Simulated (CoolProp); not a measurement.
R1234ze(E) along the isotherm 419.8 K: density (kg/m³) from the reference equation and from simpler models built on Tc = 382.5 K, pc = 3.635 MPa, ω = 0.313; each cubic takes its own stable root.

Computed with CoolProp (reference Helmholtz-energy equation of state, Thol 2016).

| p (MPa) | phase | reference |
|---|---|---|
| 1.15 | gas | 41.01 |
| 2.31 | gas | 91.54 |
| 3.46 | gas | 156.6 |
| 4.62 | supercritical | 250.9 |
| 5.77 | supercritical | 395.6 |
| 6.92 | supercritical | 550.8 |
| 8.08 | supercritical | 648.3 |
| 9.23 | supercritical | 708.3 |
| 10.4 | supercritical | 751.2 |
| 11.5 | supercritical | 782.2 |
| 12.7 | supercritical | 809.7 |
| 13.8 | supercritical | 831.0 |
| 15 | supercritical | 851.0 |

Task: How far does each simpler model (ideal gas, Soave-Redlich-Kwong, Peng-Robinson) lie from the reference over these 13 states: mean and median of the absolute difference, and the worst?

Result: 
- ideal gas: mean 43.5 %, median 48.8 %, worst -59.3 % at 419.8 K and 8.08 MPa
- Soave-Redlich-Kwong: mean 9.2 %, median 11.4 %, worst -15.1 % at 419.8 K and 8.08 MPa
- Peng-Robinson: mean 3.9 %, median 3.3 %, worst -8.2 % at 419.8 K and 8.08 MPa
